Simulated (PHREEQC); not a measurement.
Consider water at 47 °C with 13 mmol/kgw CdSO4, 1.2 mmol/kgw H3BO3 and 2 mmol/kgw HCl. Closed to the air; pH follows from the charge balance.

The numbers come from PHREEQC with the ion-association model, wateq4f.dat.

Precipitation was switched off in this run.

Task: Order these S species by the share of S that they hold, largest first: SO4-2, CdSO4, Cd(SO4)2-2, HSO4-.

Result: SO4-2 (55 %), CdSO4 (34 %), HSO4- (5.8 %), Cd(SO4)2-2 (4.9 %)

Task: Order these Cd species by the share of Cd that they hold, largest first: CdSO4, Cd(SO4)2-2, CdCl+, Cd+2.

Result: Cd+2 (59 %), CdSO4 (34 %), CdCl+ (4.3 %), Cd(SO4)2-2 (2.4 %)

The pH is 2.97 and the ionic strength 0.0322 mol/kgw. Species that the database lacks are ignored. At this temperature some constants are extrapolated from 25 °C, and those without enthalpy data are left unchanged.
